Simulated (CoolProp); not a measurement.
Properties of n-octane along the isobar 32.8 bar.

Model: reference Helmholtz-energy equation of state, Beckmüller 2019, in CoolProp.

```
T (K)          phase  cv (kJ/(kg K))  speed of sound (m/s)  conductivity (mW/(m K))  Prandtl number
-----  -------------  --------------  --------------------  -----------------------  --------------
503.9         liquid           2.572                 448.9                     76.0            4.02
515.5         liquid           2.617                 407.2                     73.7            3.87
527.1         liquid           2.661                 364.3                     71.4             [?]
538.7         liquid           2.707                 319.8                      [?]            3.56
550.3         liquid           2.755                   [?]                      [?]            3.40
562           liquid           2.808                 222.1                     65.0            3.24
573.6  supercritical           2.869                 165.9                     63.6            3.12
585.2  supercritical             [?]                   [?]                     64.7            3.19
596.8  supercritical           2.999                 97.12                     62.8            2.04
608.4  supercritical           2.990                 115.2                     58.6            1.35
620    supercritical             [?]                 129.7                     57.2            1.13
```

Question: What belongs in the gaps?

Answer: 
- 527.1, Prandtl number: 3.71
- 538.7, conductivity (mW/(m K)): 69.2
- 550.3, speed of sound (m/s): 272.9
- 550.3, conductivity (mW/(m K)): 67.0
- 585.2, cv (kJ/(kg K)): 2.955
- 585.2, speed of sound (m/s): 105.3
- 620, cv (kJ/(kg K)): 2.993

Viscosity comes from a separate model (Huber 2004). Thermal conductivity comes from a separate model (Huber 2005).
